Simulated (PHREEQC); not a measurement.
Make-up at 60 °C: 0.0016 mol/kgw PbCl2 and 4.1e-05 mol/kgw NaCl. Closed to the air; pH follows from the charge balance.

All values are PHREEQC results (ion-association model, phreeqc.dat), not measurements.

No solid was allowed to form.

Question: Estimate the pH, ionic strength.

Answer: pH 5.35; ionic strength 0.00432 mol/kgw.

Question: In which forms is Pb present?

Answer: Pb+2 84 %, PbCl+ 16 % of the Pb.

The solution is supersaturated, for example in Pb(OH)2, so a real one may precipitate; this is no full list. Species that the database lacks are ignored. Away from 25 °C the constants follow the database's enthalpies or fits; those with neither stay at their 25 °C values.
